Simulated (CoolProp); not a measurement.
200 sccm (0 °C, 1 atm) of nitrogen bubbles through liquid cyclopentane at 303 K and leaves saturated at a total pressure of 0.15 MPa (ideal gas phase). Each further row changes one setting.

The numbers come from the reference Helmholtz-energy equation of state, Gedanitz 2015 in CoolProp.

```json
[
 {"case": "as stated", "vapour pressure (kPa)": "51.1", "mole fraction of vapour": "0.341", "delivery (mg/min)": "323", "delivery (sccm)": "103", "change of delivery for a bath 1 K warmer (%)": "6.0"},
 {"case": "bath temperature 308 K", "vapour pressure (kPa)": "61.5", "mole fraction of vapour": "0.410", "delivery (mg/min)": "435", "delivery (sccm)": "139", "change of delivery for a bath 1 K warmer (%)": "6.4"},
 {"case": "total pressure 0.3 MPa", "vapour pressure (kPa)": "51.1", "mole fraction of vapour": "0.170", "delivery (mg/min)": "128", "delivery (sccm)": "41.0", "change of delivery for a bath 1 K warmer (%)": "4.7"}
]
```
